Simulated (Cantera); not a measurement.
**Carbothermic reduction: PbO + CO**

Feed: 1 mol PbO, 0.94 mol CO, equilibrated at 10.0 Torr.

Equilibrium computed with Cantera from the NASA thermochemical tables; the gas is ideal and each condensed phase is pure. Candidate condensed phases: C, Pb, PbO, PbO2, Pb3O4; 15 gas species. Each liquid is taken as pure. Mutual solubility and eutectic melting of coexisting phases are not modelled. Gases not in the tables: (PbO)n polymers. The numbers say what is thermodynamically allowed, not how fast it happens.

```json
[
 {"T (°C)": "702", "log p CO2": "-1.88", "log p Pb": "-5.04", "log p PbO": "-6.89", "log p CO": "-5.95", "log p O2": "-13.04", "log p Pb2": "-10.71", "log p O": "<-13", "n Pb(l)": "0.939", "n PbO(yellow)": "0.0601", "n PbO(l)": "0"},
 {"T (°C)": "777", "log p CO2": "-1.88", "log p Pb": "-4.33", "log p PbO": "-5.83", "log p CO": "-5.70", "log p O2": "-11.37", "log p Pb2": "-9.53", "log p O": "<-13", "n Pb(l)": "0.937", "n PbO(yellow)": "0.0600", "n PbO(l)": "0"},
 {"T (°C)": "852", "log p CO2": "-1.88", "log p Pb": "-3.72", "log p PbO": "-4.92", "log p CO": "-5.49", "log p O2": "-9.93", "log p Pb2": "-8.51", "log p O": "-13.30", "n Pb(l)": "0.926", "n PbO(yellow)": "0.0594", "n PbO(l)": "0"},
 {"T (°C)": "927", "log p CO2": "-1.90", "log p Pb": "-3.19", "log p PbO": "-4.17", "log p CO": "-5.28", "log p O2": "-8.76", "log p Pb2": "-7.62", "log p O": "-11.98", "n Pb(l)": "0.892", "n PbO(yellow)": "0", "n PbO(l)": "0.0553"},
 {"T (°C)": "1002", "log p CO2": "-1.95", "log p Pb": "-2.72", "log p PbO": "-3.54", "log p CO": "-5.09", "log p O2": "-7.79", "log p Pb2": "-6.84", "log p O": "-10.85", "n Pb(l)": "0.780", "n PbO(yellow)": "0", "n PbO(l)": "0.0362"},
 {"T (°C)": "1077", "log p CO2": "-2.10", "log p Pb": "-2.31", "log p PbO": "-3.28", "log p CO": "-4.73", "log p O2": "-7.53", "log p Pb2": "-6.15", "log p O": "-10.14", "n Pb(l)": "0.357", "n PbO(yellow)": "0", "n PbO(l)": "0"},
 {"T (°C)": "1152", "log p CO2": "-2.19", "log p Pb": "-2.19", "log p PbO": "-3.34", "log p CO": "-4.33", "log p O2": "-7.37", "log p Pb2": "-6.04", "log p O": "-9.54", "n Pb(l)": "0", "n PbO(yellow)": "0", "n PbO(l)": "0"},
 {"T (°C)": "1227", "log p CO2": "-2.20", "log p Pb": "-2.20", "log p PbO": "-3.31", "log p CO": "-4.09", "log p O2": "-6.83", "log p Pb2": "-6.16", "log p O": "-8.81", "n Pb(l)": "0", "n PbO(yellow)": "0", "n PbO(l)": "0"},
 {"T (°C)": "1302", "log p CO2": "-2.20", "log p Pb": "-2.20", "log p PbO": "-3.27", "log p CO": "-3.88", "log p O2": "-6.32", "log p Pb2": "-6.27", "log p O": "-8.13", "n Pb(l)": "0", "n PbO(yellow)": "0", "n PbO(l)": "0"},
 {"T (°C)": "1377", "log p CO2": "-2.20", "log p Pb": "-2.20", "log p PbO": "-3.22", "log p CO": "-3.71", "log p O2": "-5.84", "log p Pb2": "-6.37", "log p O": "-7.51", "n Pb(l)": "0", "n PbO(yellow)": "0", "n PbO(l)": "0"}
]
```
log p: log10 of the partial pressure in bar; n: condensed amount in mol.

From 702 °C to 852 °C the condensed part is Pb(l) + PbO(yellow). From 927 °C to 1002 °C the condensed part is Pb(l) + PbO(l). At 1077 °C the condensed part is Pb(l). From 1152 °C to 1377 °C nothing is condensed.
